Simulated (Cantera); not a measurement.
Charge: 1 mol Cu2O, 47 mol H2, 3.8 mol H2O, at 98.0 Pa.

Cantera equilibrium calculation (NASA polynomials, part measured and part estimated; ideal gas, pure solids and liquids). Candidate condensed phases: Cu, CuO, Cu(OH)2, Cu2O, H2O; 12 gas species. Kinetics and transport are ignored.

Q: At 2023 K, list the 5 most abundant gas species with their mole fractions, and the condensed phases.

A: H2 0.820, H2O 0.0877, H 0.0549, Cu 0.0368, OH 0.000612. Condensed: gas only.
